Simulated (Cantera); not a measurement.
Cantera run:

```python
import numpy as np
import cantera as ct

gas_names = """
    C CN CO CO2 C2 CCN CNC C2N2 C2O C3 C3O2 C4 C4N2 C5 N NCO NO NO2 NO3 N2 N2O O O2 O3 Pb PbO Pb2
""".split()
cond_names = """
    C(gr) Pb(cr) Pb(L) PbO(rd) PbO(yw) PbO(L) PbO2(s) Pb3O4(s)
""".split()


# ... load() reads the species with a 1 bar reference pressure and builds the phases ...
atoms = {
    'Pb': {'Pb': 1},
    'CO2': {'C': 1, 'O': 2},
    'N2': {'N': 2},
}
top_T = {'C(gr)': 4500, 'Pb3O4(s)': 820}  # K; cautious upper limits of use, not melting points


# ... equilibrate(T, P, feed) seeds the gas with the atoms and calls Mixture.equilibrate('TP', solver="vcs", rtol=1e-11, max_steps=5000) ...
results = []
feed = {'Pb': 1, 'CO2': 2.6, 'N2': 4.1}  # mol
P = 380000  # Pa
for T in [723, 748, 773, 798, 823, 848, 873, 898, 923, 948, 973, 998, 1023]:
    mix = equilibrate(T, P, feed)
    results.append((T, P, feed, dict(zip(mix.species_names, mix.species_moles))))
    x = sorted(zip(gas.X, gas.species_names), reverse=True)
    print(f"T = {T:g} K  P = {P:g} Pa  gas = {mix.phase_moles(0):.4g} mol")
    print("   x: " + "  ".join(f"{s} {v:.3e}" for v, s in x if v > 0.001))
    print("   condensed (mol): " + ("  ".join(f"{mix.phase(i).name} {mix.phase_moles(i):.4g}"
          for i in range(1, mix.n_phases) if mix.phase_moles(i) > 1e-12) or "none"))
```

It prints:

```
T = 723 K  P = 380000 Pa  gas = 6.7 mol
   x: N2 6.119e-01  CO2 3.881e-01
   condensed (mol): Pb(L) 1  PbO(rd) 1.415e-05
T = 748 K  P = 380000 Pa  gas = 6.7 mol
   x: N2 6.119e-01  CO2 3.881e-01
   condensed (mol): Pb(L) 1  PbO(rd) 2.007e-05
T = 773 K  P = 380000 Pa  gas = 6.7 mol
   x: N2 6.119e-01  CO2 3.881e-01
   condensed (mol): Pb(L) 1  PbO(yw) 2.787e-05
T = 798 K  P = 380000 Pa  gas = 6.7 mol
   x: N2 6.119e-01  CO2 3.881e-01
   condensed (mol): Pb(L) 1  PbO(yw) 3.797e-05
T = 823 K  P = 380000 Pa  gas = 6.7 mol
   x: N2 6.119e-01  CO2 3.881e-01
   condensed (mol): Pb(L) 0.9999  PbO(yw) 5.079e-05
T = 848 K  P = 380000 Pa  gas = 6.7 mol
   x: N2 6.119e-01  CO2 3.880e-01
   condensed (mol): Pb(L) 0.9999  PbO(yw) 6.682e-05
T = 873 K  P = 380000 Pa  gas = 6.7 mol
   x: N2 6.119e-01  CO2 3.880e-01
   condensed (mol): Pb(L) 0.9999  PbO(yw) 8.659e-05
T = 898 K  P = 380000 Pa  gas = 6.7 mol
   x: N2 6.119e-01  CO2 3.880e-01
   condensed (mol): Pb(L) 0.9999  PbO(yw) 0.0001107
T = 923 K  P = 380000 Pa  gas = 6.7 mol
   x: N2 6.119e-01  CO2 3.880e-01
   condensed (mol): Pb(L) 0.9999  PbO(yw) 0.0001396
T = 948 K  P = 380000 Pa  gas = 6.7 mol
   x: N2 6.119e-01  CO2 3.880e-01
   condensed (mol): Pb(L) 0.9998  PbO(yw) 0.0001741
T = 973 K  P = 380000 Pa  gas = 6.7 mol
   x: N2 6.119e-01  CO2 3.880e-01
   condensed (mol): Pb(L) 0.9998  PbO(yw) 0.0002147
T = 998 K  P = 380000 Pa  gas = 6.7 mol
   x: N2 6.119e-01  CO2 3.880e-01
   condensed (mol): Pb(L) 0.9997  PbO(yw) 0.0002621
T = 1023 K  P = 380000 Pa  gas = 6.7 mol
   x: N2 6.119e-01  CO2 3.880e-01
   condensed (mol): Pb(L) 0.9996  PbO(yw) 0.0003167
```

These are equilibrium values from Cantera (NASA tables, ideal gas, pure condensed phases), not measurements of a reactor. Mutual solubility and eutectic melting of coexisting phases are not modelled.
